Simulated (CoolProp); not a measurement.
A Linde-Hampson liquefier for normal hydrogen: isothermal reversible compression at 300 K from 1 atm to 5 MPa, throttling to 1 atm, return gas leaving the recuperator 5 K below the feed. Each further row changes one setting.

Computed with CoolProp (reference Helmholtz-energy equation of state, Leachman 2009).

```
case                        compression work (kJ/kg of gas)
--------------------------  -------------------------------
as stated                                              4860
high pressure 10 MPa                                   5750
warm-end temperature 330 K                             5340
warm-end gap 10 K                                      4860
```
